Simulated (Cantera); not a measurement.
An adiabatic, constant-volume homogeneous reactor starts with 4.62 % CH4, 20.1 % O2, 75.3 % N2, at 1775 K and 2.60 bar.

Model: GRI-Mech 3.0 (53 species, 325 reactions), integrated in Cantera.

Task: Predict: time of steepest temperature rise; temperature at 6.00 s; equilibrium temperature; x(O2) at 6.00 s; x(HCO) at 6.00 s; x(H) at 6.00 s.

Result: time of steepest temperature rise: 51.4 µs
temperature at 6.00 s: 2713 K
equilibrium temperature: 2713 K
x(O2) at 6.00 s: 0.0949 (gas-phase equilibrium 0.0949)
x(HCO) at 6.00 s: 3.83e-9 (gas-phase equilibrium 3.83e-9)
x(H) at 6.00 s: 0.00136 (gas-phase equilibrium 0.00136)
